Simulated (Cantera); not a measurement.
What does this Cantera script print?

```python
import numpy as np
import cantera as ct

gas_names = """
    CL CL2 Fe FeCL FeCL2 FeCL3 Fe2CL4 Fe2CL6 H HCL H2
""".split()
cond_names = """
    Fe(a) Fe(c) Fe(d) Fe(L) FeCL2(s) FeCL2(L) FeCL3(s) FeCL3(L)
""".split()


# ... load() reads the species with a 1 bar reference pressure and builds the phases ...
atoms = {
    'FeCl3': {'Fe': 1, 'CL': 3},
    'H2': {'H': 2},
}
top_T = {}  # K; cautious upper limits of use, not melting points


# ... equilibrate(T, P, feed) seeds the gas with the atoms and calls Mixture.equilibrate('TP', solver="vcs", rtol=1e-11, max_steps=5000) ...
results = []
feed = {'FeCl3': 1, 'H2': 1.3}  # mol
P = 1333.22  # Pa
for T in [1275, 1375, 1475, 1575, 1675, 1775, 1875, 1975, 2075, 2175]:
    mix = equilibrate(T, P, feed)
    results.append((T, P, feed, dict(zip(mix.species_names, mix.species_moles))))

top = {s: max(r[3][s] / sum(r[3][g] for g in gas_names) for r in results) for s in gas_names}
cols = sorted((s for s in top if top[s] > 0.001), key=lambda s: -top[s])[:5]
seen = [c for c in cond_names if any(r[3].get(c, 0) > 1e-12 for r in results)]
print("log10 of partial pressures in bar; condensed amounts in mol")
print(f"{'T/K':>10s}" + "".join(f"{s[:9]:>10s}" for s in cols + seen))
for T, P, feed, n in results:
    ng = sum(n[g] for g in gas_names)
    print(f"{T:10.4g}" + "".join(f"{np.log10(max(n[s] / ng * P / 1e5, 1e-99)):10.3f}" for s in cols)
          + "".join(f"{n.get(c, 0):10.4g}" for c in seen))
```

Output:

```
log10 of partial pressures in bar; condensed amounts in mol
       T/K       HCL     FeCL2        H2        Fe        CL     Fe(c)
      1275    -2.250    -2.364    -2.471    -9.277    -7.218   0.09041
      1375    -2.280    -2.345    -2.447    -8.086    -6.604   0.05068
      1475    -2.307    -2.330    -2.429    -7.059    -6.071   0.01763
      1575    -2.322    -2.323    -2.419    -6.193    -5.594         0
      1675    -2.323    -2.323    -2.420    -5.474    -5.155         0
      1775    -2.322    -2.325    -2.422    -4.841    -4.764         0
      1875    -2.319    -2.330    -2.428    -4.290    -4.409         0
      1975    -2.310    -2.344    -2.445    -3.829    -4.078         0
      2075    -2.293    -2.374    -2.478    -3.467    -3.760         0
      2175    -2.271    -2.424    -2.532    -3.197    -3.453         0
```

Equilibrium computed with Cantera from the NASA thermochemical tables; the gas is ideal and each condensed phase is pure.
